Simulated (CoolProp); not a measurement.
n-decane along the isobar 0.912 MPa: density (kg/m³) from the reference equation and from simpler models built on Tc = 344.5 °C, pc = 2.101 MPa, ω = 0.488; each cubic takes its own stable root.

Model: reference Helmholtz-energy equation of state, Lemmon 2006, in CoolProp. It is a short technical equation, of lower accuracy than the large ones.

```
T (°C)   phase  reference  van der Waals  Redlich-Kwong  Soave-Redlich-Kwong
------  ------  ---------  -------------  -------------  -------------------
60.85   liquid      699.4          375.4          553.9                581.7
77.55   liquid      686.3          369.4          543.7                573.3
94.35   liquid      673.0          363.1          533.0                564.2
111.15  liquid      659.5          356.6          521.7                554.4
127.85  liquid      645.8          349.7          509.9                544.0
144.65  liquid      631.7          342.5          497.3                532.7
161.45  liquid      617.1          334.7          483.9                520.5
178.15  liquid      602.1          326.4          469.8                507.3
194.95  liquid      586.3          317.4          454.6                492.8
211.65  liquid      569.8          307.5          438.2                476.9
228.45  liquid      551.9          296.3          420.1                459.1
245.25  liquid      532.5          40.32          399.8                439.1
261.95  liquid      511.1          37.76          376.6                416.3
278.75  liquid      486.0          35.62          37.77                388.8
295.55     gas      37.80          33.78          35.35                36.37
312.25     gas      34.73          32.19          33.35                33.88
```

At some of these states van der Waals, Redlich-Kwong gives the other phase, because its saturation line lies elsewhere.
